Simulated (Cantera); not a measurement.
Feed: 1 mol SiH₄, 0.015 mol Cl₂, 3.3 mol H₂, at 1450 K and 1.10 mbar.

Cantera equilibrium calculation (NASA polynomials, part measured and part estimated; ideal gas, pure solids and liquids). Equilibrium is a limit: real reactors are often held back by kinetics, nucleation or transport.

```tsv
species	before	after
H₂	0.994	0.845
HCl	0.00546	0.110
SiCl₂	9.24e-5	0.0442
SiCl₄	<1e-9	3.07e-5
SiCl₃	5.83e-8	0.000609
SiHCl₃	2.11e-9	2.03e-5
Cl	1.27e-6	2.78e-5
SiCl	5.75e-7	1.26e-5
H	0.000284	0.000262
Si(s), mol	0.999	0.736
```
Gas species are given as mole fractions.

Q: Which change was made?
(A) Cl₂ from 0.015 to 0.59 mol
(B) Cl₂ from 0.015 to 0.15 mol
(C) SiH₄ replaced by SiHCl₃
(D) temperature from 1450 K to 1698 K

A: A, Cl₂ from 0.015 to 0.59 mol. The tables' values for SiCl₃, SiCl are old estimates; treat these amounts as uncertain
